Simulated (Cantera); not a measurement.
A freely propagating, adiabatic, planar premixed flame of H2 : O2 : N2 = 1 : 0.641 : 3.01 (molar parts), equivalence ratio 0.78, unburnt at 475 K and 653 Torr; mixture-averaged transport, grid criteria slope 0.08 and curve 0.16, no radiation.

Model: the H2/O2 subset of GRI-Mech 3.0, which has no nitrogen chemistry, integrated in Cantera. Burning velocities carry a grid error of a few per cent, more on coarse grids.

Q: Predict: laminar burning velocity; thermal thickness; peak x(H2O2); peak x(HO2); peak x(OH); peak x(H).

A: 
| Property | Value |
|---|---|
| laminar burning velocity | 276 cm/s |
| thermal thickness | 0.517 mm |
| peak x(H2O2) | 3.57e-5 |
| peak x(HO2) | 0.000298 |
| peak x(OH) | 0.0100 |
| peak x(H) | 0.0240 |
